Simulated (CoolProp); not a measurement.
Vapour-liquid equilibrium of R152A (1) + R113 (2) at 144 kPa; x and y are mole fractions of (1).

Computed with CoolProp (multi-fluid Helmholtz-energy mixture model, Outcalt 1996 and Marx 1992; pair parameters Bell 2016).

Problem. Give the bubble temperature and the first vapour's composition at x = 0.575, 0.725, 0.95. Is there an azeotrope?

Solution. x = 0.575: 264.5 K, y = 0.955; x = 0.725: 262.1 K, y = 0.967; x = 0.95: 258.4 K, y = 0.991. No azeotrope shows between x = 0.05 and 0.95.

The pair parameters rest on a limited set of measurements; away from them the model extrapolates. With so large a gap from Raoult's law the liquid may split in two, which this calculation doesn't test in full.
